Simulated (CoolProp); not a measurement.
Saturation properties of isobutene (Tc = 144.9 °C, pc = 4.016 MPa, ω = 0.193).

The numbers come from the reference Helmholtz-energy equation of state, Lemmon 2005 in CoolProp. It is a short technical equation, of lower accuracy than the large ones.

```csv
T (°C),p (MPa),liquid density (kg/m³),vapour density (kg/m³),liquid cp (kJ/(kg K))
-68.85,0.003754,693.0,0.1246,2.019
-65.95,0.004615,690.0,0.1511,2.026
-63.05,0.005635,687.0,0.1821,2.033
-60.05,0.006883,683.8,0.2194,2.041
-57.15,0.008299,680.8,0.2613,2.049
-54.25,0.009950,677.8,0.3094,2.058
-51.35,0.01186,674.7,0.3645,2.066
-48.45,0.01407,671.7,0.4273,2.075
-45.55,0.01660,668.6,[?],2.083
-42.55,0.01960,665.4,0.5818,2.093
-39.65,0.02291,662.3,[?],2.102
-36.75,0.02666,659.2,0.7743,2.112
-33.85,0.03088,[?],0.8879,2.122
-30.95,0.03563,653.0,1.014,2.132
-28.05,0.04095,649.8,1.154,2.142
```

Question: What belongs in the gaps?

Answer: 
- -45.55, vapour density (kg/m³): 0.4985
- -39.65, vapour density (kg/m³): 0.6726
- -33.85, liquid density (kg/m³): 656.1

It boils at -7.0 °C under 1 atm.
